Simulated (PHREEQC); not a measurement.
Leach liquor: speciation

Make-up at 25 °C: 0.01 mol H2SO4, 3.5e-05 mol CuSO4 and 0.00029 mol MgSO4 per kg of water. Closed to the air; pH follows from the charge balance.

All values are PHREEQC results (ion-association model, phreeqc.dat), not measurements.

This is a speciation only: nothing precipitates in the calculation.

Q: Estimate the pH, ionic strength, specific conductance.

A: pH 1.87; ionic strength 0.0214 mol/kgw; specific conductance 5790 µS/cm.

Q: In which forms is Cu present?

A: Cu+2 73 %, CuSO4 27 % of the Cu.

Complexes and solids missing from the database can't appear.
